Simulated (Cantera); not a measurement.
A closed system holds: 1 mol KCl, 44 mol H₂, at 1898.15 K and 130 Pa.

These are equilibrium values from Cantera (NASA tables, ideal gas, pure condensed phases), not measurements of a reactor. Candidate condensed phases: K, KCl; 10 gas species. Rates play no part.

What is the equilibrium state?

x(H₂): 0.948
x(H): 0.0211
x(KCl): 0.0130
x(K): 0.00891
x(HCl): 0.00877
x(Cl): 0.000147
x(KH): 1.16e-6
gas amount: 45.69 mol
log10 activity of K(l) (absent): -6.63
